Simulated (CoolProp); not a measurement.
A simple Rankine cycle with fluoroethane (R161): condensing at 316.15 K, boiler at 4.17 MPa, turbine inlet 380.6 K, turbine efficiency 0.85, pump efficiency 0.7, no recuperator. Each further row changes one setting.

Model: reference Helmholtz-energy equation of state, Wu 2012, in CoolProp.

```
case                             thermal efficiency (%)  net work (kJ/kg)  heat in (kJ/kg)  turbine exit temperature (K)  volume ratio over the turbine
-------------------------------  ----------------------  ----------------  ---------------  ----------------------------  -----------------------------
as stated                                           9.2              31.7              344                         319.8                            ___
turbine inlet 400.6 K                               ___              38.5              394                         344.7                            ___
condensing temperature 308.15 K                     ___              38.5              ___                         309.8                           3.60
boiler pressure 2.92 MPa                            6.9              26.4              383                         345.3                            ___
turbine efficiency 0.75                             ___              27.3              344                         322.2                           3.02
```

Problem. Complete the blanks.

Solution. 
- as stated, volume ratio over the turbine: 2.97
- turbine inlet 400.6 K, thermal efficiency (%): 9.8
- turbine inlet 400.6 K, volume ratio over the turbine: 2.87
- condensing temperature 308.15 K, thermal efficiency (%): 10.6
- condensing temperature 308.15 K, heat in (kJ/kg): 363
- boiler pressure 2.92 MPa, volume ratio over the turbine: 1.98
- turbine efficiency 0.75, thermal efficiency (%): 7.9
